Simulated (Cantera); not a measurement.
Aluminium nitride and oxide growth: AlCl3 + O2 + N2

Charge: 1 mol AlCl3, 2.3 mol O2, a varied amount of N2, held at 1248.15 K and 100000 Pa.

Method: chemical equilibrium by Gibbs-energy minimisation in Cantera with the NASA 1993 tables (ideal gas, pure condensed phases). Candidate condensed phases: Al, AlCl3, AlN, Al2O3; 24 gas species. Rates play no part.

```json
[
 {"n(N2) (mol)": "1.1", "x N2": "0.264", "x O2": "0.372", "x Cl2": "0.358", "x Cl": "0.00459", "x NO": "0.000215", "x ClO": "0.000101", "n Al2O3(s)": "0.500"},
 {"n(N2) (mol)": "1.4", "x N2": "0.314", "x O2": "0.347", "x Cl2": "0.334", "x Cl": "0.00443", "x NO": "0.000226", "x ClO": "9.40e-5", "n Al2O3(s)": "0.500"},
 {"n(N2) (mol)": "1.9", "x N2": "0.383", "x O2": "0.312", "x Cl2": "0.300", "x Cl": "0.00420", "x NO": "0.000237", "x ClO": "8.45e-5", "n Al2O3(s)": "0.500"},
 {"n(N2) (mol)": "2.5", "x N2": "0.449", "x O2": "0.279", "x Cl2": "0.268", "x Cl": "0.00397", "x NO": "0.000242", "x ClO": "7.53e-5", "n Al2O3(s)": "0.500"},
 {"n(N2) (mol)": "3.4", "x N2": "0.526", "x O2": "0.240", "x Cl2": "0.230", "x Cl": "0.00368", "x NO": "0.000243", "x ClO": "6.48e-5", "n Al2O3(s)": "0.500"},
 {"n(N2) (mol)": "4.6", "x N2": "0.600", "x O2": "0.202", "x Cl2": "0.194", "x Cl": "0.00338", "x NO": "0.000238", "x ClO": "5.46e-5", "n Al2O3(s)": "0.500"},
 {"n(N2) (mol)": "6.1", "x N2": "0.666", "x O2": "0.169", "x Cl2": "0.162", "x Cl": "0.00309", "x NO": "0.000230", "x ClO": "4.56e-5", "n Al2O3(s)": "0.500"},
 {"n(N2) (mol)": "8.2", "x N2": "0.728", "x O2": "0.137", "x Cl2": "0.132", "x Cl": "0.00278", "x NO": "0.000217", "x ClO": "3.71e-5", "n Al2O3(s)": "0.500"},
 {"n(N2) (mol)": "11", "x N2": "0.782", "x O2": "0.110", "x Cl2": "0.105", "x Cl": "0.00249", "x NO": "0.000201", "x ClO": "2.97e-5", "n Al2O3(s)": "0.500"},
 {"n(N2) (mol)": "15", "x N2": "0.830", "x O2": "0.0857", "x Cl2": "0.0819", "x Cl": "0.00219", "x NO": "0.000183", "x ClO": "2.31e-5", "n Al2O3(s)": "0.500"},
 {"n(N2) (mol)": "20", "x N2": "0.867", "x O2": "0.0671", "x Cl2": "0.0640", "x Cl": "0.00194", "x NO": "0.000165", "x ClO": "1.81e-5", "n Al2O3(s)": "0.500"},
 {"n(N2) (mol)": "26", "x N2": "0.894", "x O2": "0.0532", "x Cl2": "0.0507", "x Cl": "0.00173", "x NO": "0.000149", "x ClO": "1.43e-5", "n Al2O3(s)": "0.500"},
 {"n(N2) (mol)": "35", "x N2": "0.919", "x O2": "0.0406", "x Cl2": "0.0386", "x Cl": "0.00151", "x NO": "0.000132", "x ClO": "1.09e-5", "n Al2O3(s)": "0.500"}
]
```
x: gas mole fraction; n: condensed amount in mol.

From 1.1 mol N2 to 35 mol N2 the condensed part is Al2O3(s). The main Al-bearing gas is AlCl3 throughout.
